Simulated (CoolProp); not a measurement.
Properties of carbon dioxide along the isotherm 449.9 K (Tc = 304.1 K, pc = 7.377 MPa, ω = 0.224).

The numbers come from the reference Helmholtz-energy equation of state, Span 1996 in CoolProp.

```
p (MPa)          phase  Joule-Thomson coefficient (K/MPa)  expansivity (1/kK)
-------  -------------  ---------------------------------  ------------------
0.035              gas                              4.026               2.226
0.0528             gas                              4.025               2.228
0.0796             gas                              4.024               2.231
0.12               gas                              4.023               2.235
0.181              gas                              4.020               2.241
0.273              gas                              4.017               2.251
0.412              gas                              4.012               2.266
0.622              gas                              4.004               2.288
0.939              gas                              3.992               2.321
1.42               gas                              3.974               2.373
2.14               gas                              3.944               2.453
3.22               gas                              3.896               2.577
4.86               gas                              3.813               2.774
7.34               gas                              3.665               3.090
11.1     supercritical                              3.382               3.593
```
